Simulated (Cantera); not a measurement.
A Cantera script and its output.

```python
import numpy as np
import cantera as ct

gas = ct.Solution("h2o2.yaml")
gas.TPX = 698, 13332, {'H2': 1, 'O2': 0.714, 'N2': 2.69}
flame = ct.FreeFlame(gas, width=0.16)
flame.set_refine_criteria(ratio=3, slope=0.08, curve=0.16)
flame.transport_model = "mixture-averaged"
flame.solve(loglevel=0, auto=True)
z, T = flame.grid, flame.T
thick = (T[-1] - T[0]) / np.gradient(T, z).max()
show = ['H2', 'O2', 'HO2', 'H2O', 'O', 'OH']
print(f"laminar burning velocity  {flame.velocity[0] * 100:.3f} cm/s")
print(f"burnt temperature         {T[-1]:.1f} K")
print(f"thermal thickness         {thick * 1e3:.4f} mm")
print(f"grid points               {len(z)}")
z0 = z[flame.heat_release_rate.argmax()]
print(f"{'z/mm':>9s}{'T/K':>9s}{'u/(m/s)':>9s}" + "".join(f"{s:>11s}" for s in show))
rows = []
for k in (-3, -2, -1.5, -1, -0.5, -0.25, 0, 0.25, 0.5, 1, 2, 4, 8):
    zz = z0 + k * thick
    rows.append([k * thick, np.interp(zz, z, T), np.interp(zz, z, flame.velocity),
                 *(np.interp(zz, z, flame.X[gas.species_index(s)]) for s in show)])
    print(f"{rows[-1][0] * 1e3:9.3f}{rows[-1][1]:9.1f}{rows[-1][2]:9.3f}" + "".join(f"{x:11.3e}" for x in rows[-1][3:]))
```

It prints:

```
laminar burning velocity  703.134 cm/s
burnt temperature         2257.7 K
thermal thickness         7.3138 mm
grid points               126
     z/mm      T/K  u/(m/s)         H2         O2        HO2        H2O          O         OH
  -21.941    698.0    7.031  2.271e-01  1.621e-01  1.403e-11  1.350e-12  2.296e-15  2.558e-16
  -14.628    698.0    7.031  2.271e-01  1.621e-01  8.072e-11  1.354e-11  8.308e-13  9.656e-14
  -10.971    698.0    7.031  2.271e-01  1.621e-01  3.065e-09  5.165e-10  6.365e-11  7.866e-12
   -7.314    698.0    7.031  2.271e-01  1.621e-01  5.071e-07  1.013e-07  1.631e-08  2.491e-09
   -3.657    703.3    7.080  2.258e-01  1.620e-01  3.685e-05  4.373e-04  1.555e-05  1.943e-05
   -1.828    790.7    7.896  2.065e-01  1.584e-01  2.936e-05  1.042e-02  4.721e-04  2.886e-04
    0.000   1114.1   10.838  9.112e-02  1.147e-01  1.600e-05  9.808e-02  8.882e-03  3.590e-03
    1.828   1362.8   13.091  2.776e-02  7.193e-02  8.589e-06  1.701e-01  1.891e-02  8.127e-03
    3.657   1479.5   14.108  2.505e-02  6.677e-02  6.778e-06  1.796e-01  1.950e-02  1.040e-02
    7.314   1614.7   15.254  2.462e-02  6.369e-02  5.310e-06  1.876e-01  1.822e-02  1.302e-02
   14.628   1760.9   16.456  2.284e-02  6.078e-02  4.042e-06  1.972e-01  1.577e-02  1.544e-02
   29.255   1907.7   17.628  1.948e-02  5.817e-02  2.963e-06  2.081e-01  1.245e-02  1.697e-02
   58.510   2043.9   18.686  1.485e-02  5.606e-02  2.167e-06  2.197e-01  8.812e-03  1.700e-02
```

Cantera simulation using the H2/O2 subset of GRI-Mech 3.0, which has no nitrogen chemistry; the numbers are that mechanism's predictions, not measurements. Burning velocities carry a grid error of a few per cent, more on coarse grids.
